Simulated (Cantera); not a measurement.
**Equilibrium for sublimation and decomposition of ceramics: SiC + H2**

Feed: 1 mol SiC, 0.16 mol H2, at 2602 °C and 1 atm.

These are equilibrium values from Cantera (NASA tables, ideal gas, pure condensed phases), not measurements of a reactor. Candidate condensed phases: C, C6H6, C7H8, C8H18, Si, SiC; 87 gas species. Gases not in the tables: Si2H6 and higher silanes. Kinetics and transport are ignored.

The x(H2) is 0.814, the x(H) is 0.0949 and the x(Si) is 0.0358. The x(C2H2 (acetylene)) comes out as 0.0205, the x(SiC2) is 0.0139 and the x(Si2C) is 0.0117. The x(SiH) comes out as 0.00522 and the x(SiH2) is 0.00179. The x(Si2) is 0.00103 and the n(SiC(s)) comes out as 0.985 mol. The gas amount is 0.1803 mol and the log10 activity of C(graphite) (absent) is -0.11. The log10 activity of Si(l) (absent) comes out as -0.17.
